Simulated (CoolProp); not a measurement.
Properties of chloromethane (R40) along the isobar 6.81 bar (Tc = 145.5 °C, pc = 69.29 bar, ω = 0.150).

Computed with CoolProp (reference Helmholtz-energy equation of state, Thol 2014).

```tsv
T (°C)	phase	cp (kJ/(kg K))	speed of sound (m/s)	isothermal compressibility (1/MPa)	expansivity (1/kK)
101.45	gas	0.9988	264.5	1.556	3.212
112.85	gas	[?]	268.9	1.547	3.057
124.25	gas	1.012	273.2	1.538	2.920
135.65	gas	1.022	277.3	1.531	2.799
147.05	gas	1.032	281.4	1.525	2.690
158.45	gas	1.043	[?]	1.520	2.591
169.85	gas	1.055	289.2	1.515	[?]
181.25	gas	1.067	292.9	1.511	2.419
192.65	gas	1.079	296.6	1.507	2.342
204.05	gas	1.092	300.3	1.504	2.272
215.45	gas	1.104	303.8	1.501	2.206
226.85	gas	1.117	307.3	1.499	2.144
```

**Question.** Fill in the missing entries.

**Answer.** 
- 112.85, cp (kJ/(kg K)): 1.005
- 158.45, speed of sound (m/s): 285.3
- 169.85, expansivity (1/kK): 2.501
